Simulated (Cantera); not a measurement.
What does this Cantera script print?

```python
import numpy as np
import cantera as ct

gas_names = """
    F FO FO2 F2 F2O H HF HNO HNO2 HNO3 HOF HO2 H2 H2F2 H2O H2O2 H3F3 H4F4 H5F5 H6F6 H7F7 N NF NF2 NF3 NH
    NH2 NH3 NH2OH NO NO2 NO3 N2 N2H2 N2H4 N2O O OH O2 O3
""".split()
cond_names = """
    H2O(s) H2O(L)
""".split()


def load(file, names, dense=False):
    # The tables refer to 1 bar. Condensed volumes are neglected.
    table = {s.name: s for s in ct.Species.list_from_file(file)}
    out = []
    for n in names:
        d = dict(table[n].input_data)
        d["thermo"] = dict(d["thermo"], **{"reference-pressure": 1e5})
        if dense:
            d["equation-of-state"] = {"model": "constant-volume", "density": "1e6 g/cm^3"}
        out.append(ct.Species.from_dict(d))
    return out


gas = ct.Solution(thermo="ideal-gas", species=load("nasa_gas.yaml", gas_names))
cond = {s.name: ct.Solution(thermo="fixed-stoichiometry", species=[s], name=s.name)
        for s in load("nasa_condensed.yaml", cond_names, dense=True)}
atoms = {
    'HF': {'H': 1, 'F': 1},
    'O2': {'O': 2},
    'N2': {'N': 2},
}
top_T = {}  # K; cautious upper limits of use, not melting points


def equilibrate(T, P, feed):
    n = {}
    for name, mol in feed.items():
        for a, k in atoms[name].items():
            n[a] = n.get(a, 0.0) + k * mol
    gas.TPX = T, P, n
    mass = sum(n.values()) * gas.mean_molecular_weight
    gas.equilibrate("TP")
    valid = [c for c in cond.values() if c.min_temp <= T <= top_T.get(c.name, c.max_temp)]
    mix = ct.Mixture([(gas, mass / gas.mean_molecular_weight)] + [(c, 0.0) for c in valid])
    mix.T, mix.P = T, P
    mix.equilibrate("TP", solver="vcs", rtol=1e-11, max_steps=5000)
    return mix


results = []
feed = {'HF': 1, 'O2': 0.72, 'N2': 7.5}  # mol
T = 1300  # K
P = 89000  # Pa
mix = equilibrate(T, P, feed)
results.append((T, P, feed, dict(zip(mix.species_names, mix.species_moles))))
print(gas.report(threshold=0.0001))
for i in range(1, mix.n_phases):
    print(f"{mix.phase(i).name:16s} {mix.phase_moles(i):12.5e} mol")
```

Result:

```
       temperature   1300 K
          pressure   89000 Pa
           density   0.22608 kg/m^3
  mean mol. weight   27.457 kg/kmol
   phase of matter   gas

                          1 kg             1 kmol
                     ---------------   ---------------
          enthalpy             69849        1.9178e+06  J
   internal energy       -3.2382e+05        -8.891e+06  J
           entropy            8817.4         2.421e+05  J/K
    Gibbs function       -1.1393e+07       -3.1281e+08  J
 heat capacity c_p            1235.3             33916  J/K
 heat capacity c_v            932.45             25602  J/K

                      mass frac. Y      mole frac. X     chem. pot. / RT
                     ---------------   ---------------   ---------------
                HF          0.079029           0.10846            -50.93
                NO         0.0002678        0.00024505           -27.952
                N2           0.82984           0.81333           -25.906
                O2          0.090863          0.077967           -29.998
     [  +36 minor]         4.325e-06        3.8889e-06
```

Equilibrium computed with Cantera from the NASA thermochemical tables; the gas is ideal and each condensed phase is pure.
